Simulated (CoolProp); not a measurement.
C2F6 (R116) at 293.15 K and 3.51 MPa is throttled through a valve to 1.66 MPa with no heat exchange. Each further row changes one setting.

The numbers come from the reference Helmholtz-energy equation of state, Lemmon 2006 in CoolProp. It is a short technical equation, of lower accuracy than the large ones.

```csv
case,temperature change (K),final phase,final density (kg/m³)
as stated,___,"two-phase, vapour fraction 0.490",277
outlet pressure 0.498 MPa,-62.2,"two-phase, vapour fraction 0.787",___
outlet pressure 2.16 MPa,___,___,454
```

### Question
What belongs in the gaps?

### Answer

- as stated, temperature change (K): -23.9
- outlet pressure 0.498 MPa, final density (kg/m³): 52.4
- outlet pressure 2.16 MPa, temperature change (K): -13.9
- outlet pressure 2.16 MPa, final phase: two-phase, vapour fraction 0.355
